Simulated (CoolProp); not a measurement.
Vapour-liquid equilibrium of ethylene (1) + carbon dioxide (2) at 1.64 MPa; x and y are mole fractions of (1).

Values from CoolProp's multi-fluid Helmholtz-energy mixture model, Smukala 2000 and Span 1996; pair parameters Bell 2016.

```
x     bubble temperature, mixture model (K)  bubble temperature, Raoult's law (K)  y, mixture model  y, Raoult's law
----  -------------------------------------  ------------------------------------  ----------------  ---------------
0.05                                  245.3                                 246.9             0.097            0.065
0.2                              (withheld)                                 245.3             0.301            0.251
0.35                             (withheld)                                 243.8             0.439            0.421
0.5                                   237.4                                 242.3        (withheld)            0.577
0.65                             (withheld)                                 240.8             0.671            0.719
0.8                                   236.5                                 239.3             0.797            0.847
0.95                                  237.0                                 237.8        (withheld)            0.964
```

Question: What belongs in the gaps?

Answer: 
- 0.2, bubble temperature, mixture model (K): 241.2
- 0.35, bubble temperature, mixture model (K): 238.9
- 0.5, y, mixture model: 0.556
- 0.65, bubble temperature, mixture model (K): 236.7
- 0.95, y, mixture model: 0.944

The largest gap from Raoult's law is -4.9 K in bubble temperature, at x = 0.35. y crosses x between x = 0.65 and 0.8: the model has an azeotrope there.

The pair parameters rest on a limited set of measurements; away from them the model extrapolates.
